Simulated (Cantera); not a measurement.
# Thermodynamics of carbothermic reduction, feed Cu₂O + C + CO

Feed: 1 mol Cu₂O, 1.1 mol C, 2.1 mol CO, at 27.0 mbar.

Method: chemical equilibrium by Gibbs-energy minimisation in Cantera with the NASA 1993 tables (ideal gas, pure condensed phases). Candidate condensed phases: C, Cu, CuO, Cu₂O; 15 gas species. Equilibrium is a limit: real reactors are often held back by kinetics, nucleation or transport.

From 873 K to 1273 K the condensed part is C(graphite) + Cu(s). From 1473 K to 2073 K the condensed part is C(graphite) + Cu(l). From 2273 K to 2673 K the condensed part is C(graphite).

```tsv
T (K)	log p CO	log p Cu	log p CO₂	log p Cu₂	log p C₃	log p C	log p C₂	n C(graphite)	n Cu(s)	n Cu(l)
873	-1.66	-13.34	-2.27	<-13	<-13	<-13	<-13	0.611	2.00	0
1073	-1.57	-9.62	-3.99	<-13	<-13	<-13	<-13	0.112	2.00	0
1273	-1.57	-7.08	-5.28	-11.29	<-13	<-13	<-13	0.101	2.00	0
1473	-1.57	-5.29	-6.21	-8.77	<-13	<-13	<-13	0.100	0	2.00
1673	-1.57	-3.95	-6.91	-6.93	<-13	<-13	<-13	0.100	0	1.99
1873	-1.59	-2.91	-7.49	-5.50	-12.01	-11.79	-13.09	0.100	0	1.85
2073	-1.73	-2.08	-8.20	-4.36	-9.80	-9.86	-10.87	0.100	0	0.611
2273	-1.78	-1.98	-8.65	-4.59	-8.00	-8.27	-9.05	0.1000	0	0
2473	-1.78	-1.98	-8.94	-4.95	-6.49	-6.94	-7.53	0.0998	0	0
2673	-1.78	-1.98	-9.18	-5.27	-5.21	-5.81	-6.23	0.0960	0	0
```
log p: log10 of the partial pressure in bar; n: condensed amount in mol.
